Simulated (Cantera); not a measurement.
**Counterflow diffusion flame**

A counterflow diffusion flame at 0.580 bar, nozzles 20 mm apart: fuel side CH4 : N2 = 1 : 0.23 (molar parts) at 525 K, oxidiser side O2 : N2 = 0.24 : 0.76 (molar parts) at 400 K, fuel mass flux 0.61 times the oxidiser's; mixture-averaged transport, no radiation.

Model: GRI-Mech 3.0 (53 species, 325 reactions), integrated in Cantera. GRI-Mech 3.0 has no aromatics or soot, which form on the fuel side of real flames. The maximum strain rate includes the flame's own expansion and is several times the mean.

```tsv
oxidiser flux (kg/m²/s)	max strain (1/s)	mean strain (1/s)	T max (K)	peak x OH	peak x H	peak x NO	peak x CO	peak x C2H2
0.14	160	31.4	2134	0.0102	0.00605	0.000301	0.0667	0.0147
0.21	225	47.2	2116	0.00998	0.00633	0.000272	0.0654	0.0139
0.3	307	67.4	2104	0.00988	0.00659	0.000245	0.0646	0.0133
0.43	423	96.5	2087	0.00965	0.00680	0.000213	0.0638	0.0125
0.62	587	139	2069	0.00936	0.00697	0.000179	0.0634	0.0117
0.89	816	200	2047	0.00894	0.00702	0.000141	0.0631	0.0107
1.3	1150	292	2016	0.00830	0.00689	0.000101	0.0630	0.00917
1.8	1550	404	1980	0.00748	0.00651	6.60e-5	0.0632	0.00747
```
x: mole fraction; the columns are a selection and need not sum to one.
